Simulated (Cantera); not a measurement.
Input: 1 mol CuO, 27 mol HF, 31 mol N2, equilibrated at 625 °C and 1.00 bar.

Equilibrium computed with Cantera from the NASA thermochemical tables; the gas is ideal and each condensed phase is pure. Candidate condensed phases: Cu, CuF2, CuO, Cu(OH)2, Cu2O, H2O; 45 gas species. Kinetics and transport are ignored.

Base state: N2 0.536, HF 0.460, H2O 0.00369, H2F2 1.24e-5 (mole fractions); condensed: CuF2(s) + CuO(s) + Cu2O(s).

What changes in the equilibrium state with this change: temperature from 625 °C to 1477 °C?


| species | before | after |
|---|---|---|
| N2 | 0.536 | 0.528 |
| HF | 0.460 | 0.442 |
| CuF | 7.01e-8 | 0.0165 |
| Cu | <1e-9 | 0.000123 |
| OH | <1e-9 | 5.50e-5 |
| NO | 2.95e-8 | 0.000393 |
| CuF2(s), mol | 0.213 | 0 |
| CuO(s), mol | 0.786 | 0 |
| Cu2O(s), mol | 0.000384 | 0 |
